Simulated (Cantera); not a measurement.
**Gas-phase reforming**

A perfectly stirred reactor is fed with CH4 : H2O : H2 = 1 : 1.6 : 0.37 (molar parts), at 2180 Torr; it is held at 1650 K, and followed from long to short residence time.

Detailed kinetics in Cantera: GRI-Mech 3.0 (53 species, 325 reactions).

```csv
τ (s),x CH4,x H2O,x H2,x C2H,x C2H6
5.7,0.0361,0.186,0.607,4.00e-9,1.10e-5
1.9,0.0491,0.234,0.562,8.11e-9,2.06e-5
0.65,0.0636,0.293,0.507,1.36e-8,3.44e-5
0.22,0.0838,0.358,0.444,1.91e-8,5.82e-5
0.074,0.117,0.415,0.376,2.12e-8,0.000112
0.025,0.168,0.460,0.305,1.84e-8,0.000237
0.0085,0.228,0.493,0.236,1.23e-8,0.000469
0.0029,0.280,0.517,0.180,5.81e-9,0.000761
```
x: mole fraction; the columns are a selection and need not sum to one.
